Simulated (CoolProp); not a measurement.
Values from CoolProp's reference Helmholtz-energy equation of state, Thol 2015.

Problem. For octamethylcyclotetrasiloxane (D4), give the phase and the cp (kJ/(kg K)), cv (kJ/(kg K)) at 557.8 K and 0.101 MPa; 620 K and 0.101 MPa.

Solution. 
- 557.8 K and 0.101 MPa: gas; cp 1.93, cv 1.90
- 620 K and 0.101 MPa: gas; cp 2.04, cv 2.01
